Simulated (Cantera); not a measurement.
Charge: 1 mol Si₃N₄, 55 mol H₂, equilibrated at 1.33 mbar.

Method: chemical equilibrium by Gibbs-energy minimisation in Cantera with the NASA 1993 tables (ideal gas, pure condensed phases). Candidate condensed phases: Si, Si₃N₄; 18 gas species. Mutual solubility and eutectic melting of coexisting phases are not modelled. Gases not in the tables: Si₂H₆ and higher silanes. Rates play no part.

x: gas mole fraction; n: condensed amount in mol.

| T (K) | x H₂ | x N₂ | x H | x Si | x SiH | n Si₃N₄(s) | n Si(s) |
|---|---|---|---|---|---|---|---|
| 1073 | 1.000 | 2.59e-7 | 3.84e-7 | 5.18e-12 | 7.04e-12 | 1.000 | 0 |
| 1173 | 1.000 | 9.07e-6 | 3.23e-6 | 3.71e-10 | 2.43e-10 | 1.000 | 0.000748 |
| 1273 | 1.000 | 0.000180 | 1.95e-5 | 1.35e-8 | 4.77e-9 | 0.995 | 0.0149 |
| 1373 | 0.998 | ? | ? | ? | ? | 0.936 | ? |
| 1473 | 0.979 | ? | ? | ? | ? | ? | ? |
| 1573 | 0.964 | 0.0351 | 0.00109 | 4.12e-5 | 3.56e-6 | 0 | 3.00 |
| 1673 | 0.962 | 0.0350 | 0.00306 | 0.000313 | 1.90e-5 | 0 | 2.98 |

Fill in the missing entries.


- 1373, x N₂: 0.00230
- 1373, x H: 9.11e-5
- 1373, x Si: 2.91e-7
- 1373, x SiH: 6.03e-8
- 1373, n Si(s): 0.191
- 1473, x N₂: 0.0207
- 1473, x H: 0.000343
- 1473, x Si: 4.11e-6
- 1473, x SiH: 5.33e-7
- 1473, n Si₃N₄(s): 0.419
- 1473, n Si(s): 1.74
